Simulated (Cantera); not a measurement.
A perfectly stirred reactor is fed with C3H8 : O2 : N2 = 1 : 2.94 : 11.1 (molar parts), at 0.987 atm; it is adiabatic with a 750 K inlet, and is followed from long to short residence time, starting on the burning branch (τ in s: 0.039, 0.013, 0.0046, 0.0016, 0.00055, 0.00019, 6.5e-05, 2.2e-05, 7.7e-06).

Detailed kinetics in Cantera: GRI-Mech 3.0 (53 species, 325 reactions). GRI-Mech 3.0 was tuned for natural gas; its chemistry of propane as a main component is partial and can be far from experiment.

What does this change do: 0.62 parts CO2 added?


```tsv
quantity	before	after
blow-out, bracketed by the residence times tried	burning at 0.190 ms, out at 65.0 µs	burning at 0.190 ms, out at 65.0 µs
x(C3H8) at τ = 39.0 ms	7.39e-7	1.01e-6
x(O2) at τ = 39.0 ms	9.74e-5	0.000135
x(HCN) at τ = 39.0 ms	6.31e-5	5.58e-5
x(O) at τ = 39.0 ms	1.06e-5	8.97e-6
x(NO2) at τ = 39.0 ms	8.80e-10	7.42e-10
x(C3H8) at τ = 0.550 ms	3.97e-5	5.30e-5
x(O2) at τ = 0.550 ms	0.00351	0.00450
x(HCN) at τ = 0.550 ms	0.000459	0.000282
x(O) at τ = 0.550 ms	6.90e-5	7.15e-5
x(NO2) at τ = 0.550 ms	1.36e-9	1.40e-9
```
